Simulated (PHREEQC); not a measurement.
1 kg of water holding 0.12 mol/kgw Na2SO4 and 0.039 mol/kgw NaCl meets 20 L of dry gas (CO2 1 by moles) at fixed total pressure, at 30 atm; fugacities by Peng-Robinson. The gases take part in no redox reaction, some water evaporates into the gas, and hydrates or a liquid gas phase aren't modelled. Precipitation was switched off in this run.

All values are PHREEQC results (ion-association model, phreeqc.dat), not measurements.

```
T (°C)  dissolved CO2 (all carbonate carbon) (mol/kgw)  φ of CO2    pH
------  ----------------------------------------------  --------  ----
20                                               0.892     0.832  3.41
30                                               0.696     0.848     …
40                                                   …     0.863  3.53
50                                               0.470     0.875  3.60
60                                                   …     0.887     …
70                                                   …     0.897     …
80                                                   …     0.907     …
90                                               0.286     0.915  3.94
```

Question: What belongs in the gaps?

Answer: 
- 30, pH: 3.46
- 40, dissolved CO2 (all carbonate carbon) (mol/kgw): 0.563
- 60, dissolved CO2 (all carbonate carbon) (mol/kgw): 0.403
- 60, pH: 3.68
- 70, dissolved CO2 (all carbonate carbon) (mol/kgw): 0.353
- 70, pH: 3.76
- 80, dissolved CO2 (all carbonate carbon) (mol/kgw): 0.315
- 80, pH: 3.85

Complexes and solids missing from the database can't appear. Constants without temperature data keep their 25 °C values here.
